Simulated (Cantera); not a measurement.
## Equilibrium for carbon deposition, reforming and gasification: C₂H₆ + H₂O + N₂

Charge: 1 mol C₂H₆, 0.066 mol H₂O, 0.92 mol N₂, at 0.133 bar.

These are equilibrium values from Cantera (NASA tables, ideal gas, pure condensed phases), not measurements of a reactor. Candidate condensed phases: C, C₆H₆, C₇H₈, C₈H₁₈, H₂O; 136 gas species. Equilibrium is a limit: real reactors are often held back by kinetics, nucleation or transport.

```csv
T (°C),log p H₂,log p N₂,log p CH₄,log p CO,log p H₂O,log p CO₂,n C(graphite)
525,-1.06,-1.48,-1.97,-3.14,-2.81,-4.27,1.68
600,-1.02,-1.50,-2.39,-2.81,-3.20,-4.56,1.83
675,-1.01,-1.51,-2.78,-2.70,-3.72,-5.16,1.89
750,-1.00,-1.52,-3.13,-2.67,-4.24,-5.79,1.91
825,-1.00,-1.52,-3.43,-2.67,-4.70,-6.37,1.92
900,-1.00,-1.52,-3.71,-2.66,-5.11,-6.88,1.93
975,-1.00,-1.52,-3.95,-2.66,-5.47,-7.33,1.93
```
log p: log10 of the partial pressure in bar; n: condensed amount in mol.

From 525 °C to 975 °C the condensed part is C(graphite). The main C-bearing gas is CH₄ at 525 °C and CO at 975 °C. The share of C in condensed phases is highest at 975 °C (96.5 %) and lowest at 525 °C (84.2 %).
